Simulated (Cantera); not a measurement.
## Moist CO burnout

An isothermal, constant-pressure homogeneous reactor starts with CO : O2 : H2O : N2 = 0.0019 : 0.019 : 0.0056 : 0.2 (molar parts), equivalence ratio 0.050, at 1300 K and 10.0 bar.

Detailed kinetics in Cantera: GRI-Mech 3.0 (53 species, 325 reactions).

```json
[
 {"t (s)": "8.00e-5", "x CO": "0.00839", "x O2": "0.0839", "x H2O": "0.0247", "x NO": "<1e-12", "x O": "2.48e-7", "x H2O2": "2.27e-9"},
 {"t (s)": "0.000215", "x CO": "0.00827", "x O2": "0.0838", "x H2O": "0.0247", "x NO": "1.19e-11", "x O": "6.71e-6", "x H2O2": "7.80e-7"},
 {"t (s)": "0.000576", "x CO": "0.00718", "x O2": "0.0833", "x H2O": "0.0247", "x NO": "3.32e-10", "x O": "8.74e-6", "x H2O2": "1.15e-6"},
 {"t (s)": "0.00155", "x CO": "0.00501", "x O2": "0.0823", "x H2O": "0.0247", "x NO": "1.66e-9", "x O": "6.00e-6", "x H2O2": "7.49e-7"},
 {"t (s)": "0.00415", "x CO": "0.00231", "x O2": "0.0811", "x H2O": "0.0248", "x NO": "4.72e-9", "x O": "2.56e-6", "x H2O2": "2.72e-7"},
 {"t (s)": "0.0111", "x CO": "0.000583", "x O2": "0.0803", "x H2O": "0.0248", "x NO": "8.15e-9", "x O": "5.56e-7", "x H2O2": "4.00e-8"},
 {"t (s)": "0.0299", "x CO": "5.93e-5", "x O2": "0.0801", "x H2O": "0.0248", "x NO": "1.40e-8", "x O": "7.48e-8", "x H2O2": "4.11e-9"},
 {"t (s)": "0.0803", "x CO": "8.90e-7", "x O2": "0.0800", "x H2O": "0.0248", "x NO": "1.88e-8", "x O": "1.93e-8", "x H2O2": "1.44e-9"},
 {"t (s)": "0.215", "x CO": "1.54e-9", "x O2": "0.0800", "x H2O": "0.0248", "x NO": "1.95e-8", "x O": "1.62e-8", "x H2O2": "1.24e-9"},
 {"t (s)": "0.578", "x CO": "1.45e-9", "x O2": "0.0800", "x H2O": "0.0248", "x NO": "1.99e-8", "x O": "1.59e-8", "x H2O2": "1.22e-9"},
 {"t (s)": "1.55", "x CO": "1.45e-9", "x O2": "0.0800", "x H2O": "0.0248", "x NO": "2.05e-8", "x O": "1.59e-8", "x H2O2": "1.22e-9"},
 {"t (s)": "4.16", "x CO": "1.45e-9", "x O2": "0.0800", "x H2O": "0.0248", "x NO": "2.23e-8", "x O": "1.59e-8", "x H2O2": "1.22e-9"},
 {"t (s)": "11.2", "x CO": "1.45e-9", "x O2": "0.0800", "x H2O": "0.0248", "x NO": "2.71e-8", "x O": "1.59e-8", "x H2O2": "1.22e-9"},
 {"t (s)": "30.0", "x CO": "1.45e-9", "x O2": "0.0800", "x H2O": "0.0248", "x NO": "3.99e-8", "x O": "1.59e-8", "x H2O2": "1.22e-9"}
]
```
x: mole fraction; the columns are a selection and need not sum to one.

Equilibrium at this temperature and pressure: CO 1.45e-9, O2 0.0799, H2O 0.0248, NO 0.000260, O 1.59e-8, H2O2 1.22e-9 (gas phase only).
